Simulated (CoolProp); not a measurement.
Aqueous ethanol as a coolant, 20 % by mass, freezing at -11.1 °C, 1 atm.

The numbers come from the Melinder's fits for secondary coolants in CoolProp.

```json
[
 {"T (°C)": "-8.9", "density (kg/m³)": "977.5", "cp (kJ/(kg K))": "4.382", "Prandtl number": "88.7", "conductivity (W/(m K))": "0.440"},
 {"T (°C)": "-1.9", "density (kg/m³)": "976.2", "cp (kJ/(kg K))": "4.373", "Prandtl number": "57.1", "conductivity (W/(m K))": "0.446"},
 {"T (°C)": "5.2", "density (kg/m³)": "974.4", "cp (kJ/(kg K))": "4.359", "Prandtl number": "38.7", "conductivity (W/(m K))": "0.453"},
 {"T (°C)": "12.2", "density (kg/m³)": "972.0", "cp (kJ/(kg K))": "4.344", "Prandtl number": "27.8", "conductivity (W/(m K))": "0.459"},
 {"T (°C)": "19.3", "density (kg/m³)": "969.2", "cp (kJ/(kg K))": "4.330", "Prandtl number": "20.6", "conductivity (W/(m K))": "0.466"},
 {"T (°C)": "26.3", "density (kg/m³)": "966.0", "cp (kJ/(kg K))": "4.320", "Prandtl number": "16.0", "conductivity (W/(m K))": "0.472"},
 {"T (°C)": "33.4", "density (kg/m³)": "962.4", "cp (kJ/(kg K))": "4.316", "Prandtl number": "12.7", "conductivity (W/(m K))": "0.479"}
]
```
